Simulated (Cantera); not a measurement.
A perfectly stirred reactor is fed with CO : H2 : CH4 : O2 : N2 : CO2 = 1 : 0.37 : 0.33 : 2.13 : 8.03 : 0.77 (molar parts), equivalence ratio 0.63, at 0.220 bar; it is adiabatic with a 400 K inlet, and is followed from long to short residence time, starting on the burning branch (τ in s: 0.15, 0.055, 0.021, 0.0077, 0.0029, 0.0011, 0.00041, 0.00015, 5.7e-05, 2.2e-05, 8.1e-06).

Cantera simulation using GRI-Mech 3.0 (53 species, 325 reactions); the numbers are that mechanism's predictions, not measurements.

Task: Predict: blow-out, bracketed by the residence times tried; x(CO) at τ = 0.150 s; x(H2) at τ = 0.150 s; x(CH4) at τ = 0.150 s; x(H2O2) at τ = 0.150 s; x(CO) at τ = 1.10 ms; x(H2) at τ = 1.10 ms; x(CH4) at τ = 1.10 ms; x(C2H6) at τ = 1.10 ms; x(H2O2) at τ = 1.10 ms.

Result: 
```
Property                                                                        Value
------------------------------------------------  -----------------------------------
blow-out, bracketed by the residence times tried  burning at 1.10 ms, out at 0.410 ms
x(CO) at τ = 0.150 s                                                          0.00569
x(H2) at τ = 0.150 s                                                         0.000731
x(CH4) at τ = 0.150 s                                                         4.33e-6
x(H2O2) at τ = 0.150 s                                                        5.27e-8
x(CO) at τ = 1.10 ms                                                           0.0409
x(H2) at τ = 1.10 ms                                                          0.00540
x(CH4) at τ = 1.10 ms                                                        0.000341
x(C2H6) at τ = 1.10 ms                                                        3.56e-9
x(H2O2) at τ = 1.10 ms                                                        8.49e-7
```
